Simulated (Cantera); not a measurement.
**CH₃SiH₃ + C₂H₂ + H₂ (silicon carbide growth)**

Feed: 1 mol CH₃SiH₃, 0.011 mol C₂H₂, 1500 mol H₂, held at 1325 K and 75.0 Torr.

Cantera equilibrium calculation (NASA polynomials, part measured and part estimated; ideal gas, pure solids and liquids). Candidate condensed phases: C, C₆H₆, C₇H₈, C₈H₁₈, Si, SiC; 87 gas species. The feed counts by its element totals alone. Kinetics and transport are ignored.

```
Property                                   Result
--------------------------------------  ---------
x(H₂)                                       1.000
x(CH₄)                                    1.47e-5
x(H)                                      5.17e-6
n(SiC(s))                               1.000 mol
gas amount                               1503 mol
log10 activity of Si(s) (absent)            -0.81
log10 activity of C(graphite) (absent)      -1.66
```
